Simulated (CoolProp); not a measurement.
Values from CoolProp's reference Helmholtz-energy equation of state, Gao 2022.

**Question.** Give the vapour pressure (MPa), enthalpy of vaporisation (kJ/kg), liquid cp (kJ/(kg K)) of saturated n-perfluorobutane at -27.95 °C.

**Answer.** 
```tsv
T (°C)	p (MPa)	enthalpy of vaporisation (kJ/kg)	liquid cp (kJ/(kg K))
-27.95	0.0312	106	1.07
```
